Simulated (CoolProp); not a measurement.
Saturation properties of carbon dioxide.

Computed with CoolProp (reference Helmholtz-energy equation of state, Span 1996).

```json
[
 {"T (°C)": "-44.85", "p (kPa)": "836.7", "enthalpy of vaporisation (kJ/kg)": "331.0", "surface tension (mN/m)": "13.8", "liquid viscosity (µPa s)": "209"},
 {"T (°C)": "-39.55", "p (kPa)": "1021", "enthalpy of vaporisation (kJ/kg)": "321.6", "surface tension (mN/m)": "12.6", "liquid viscosity (µPa s)": "191"},
 {"T (°C)": "-34.25", "p (kPa)": "?", "enthalpy of vaporisation (kJ/kg)": "311.8", "surface tension (mN/m)": "11.4", "liquid viscosity (µPa s)": "176"},
 {"T (°C)": "-28.95", "p (kPa)": "1479", "enthalpy of vaporisation (kJ/kg)": "301.4", "surface tension (mN/m)": "10.3", "liquid viscosity (µPa s)": "161"},
 {"T (°C)": "-23.55", "p (kPa)": "1763", "enthalpy of vaporisation (kJ/kg)": "290.2", "surface tension (mN/m)": "9.11", "liquid viscosity (µPa s)": "148"},
 {"T (°C)": "-18.25", "p (kPa)": "2078", "enthalpy of vaporisation (kJ/kg)": "278.5", "surface tension (mN/m)": "8.01", "liquid viscosity (µPa s)": "136"},
 {"T (°C)": "-12.95", "p (kPa)": "2433", "enthalpy of vaporisation (kJ/kg)": "266.0", "surface tension (mN/m)": "6.95", "liquid viscosity (µPa s)": "125"},
 {"T (°C)": "-7.65", "p (kPa)": "2830", "enthalpy of vaporisation (kJ/kg)": "252.5", "surface tension (mN/m)": "5.91", "liquid viscosity (µPa s)": "114"},
 {"T (°C)": "-2.35", "p (kPa)": "3273", "enthalpy of vaporisation (kJ/kg)": "237.8", "surface tension (mN/m)": "4.91", "liquid viscosity (µPa s)": "?"},
 {"T (°C)": "2.95", "p (kPa)": "3765", "enthalpy of vaporisation (kJ/kg)": "221.7", "surface tension (mN/m)": "3.95", "liquid viscosity (µPa s)": "95.3"},
 {"T (°C)": "8.25", "p (kPa)": "?", "enthalpy of vaporisation (kJ/kg)": "203.7", "surface tension (mN/m)": "3.04", "liquid viscosity (µPa s)": "?"}
]
```

**Question.** Some entries are withheld; supply them.

**Answer.** 
- -34.25, p (kPa): 1234
- -2.35, liquid viscosity (µPa s): 105
- 8.25, p (kPa): 4310
- 8.25, liquid viscosity (µPa s): 86.4

Viscosity comes from a separate model (Laesecke 2017). Surface tension comes from a separate correlation (Mulero 2012).
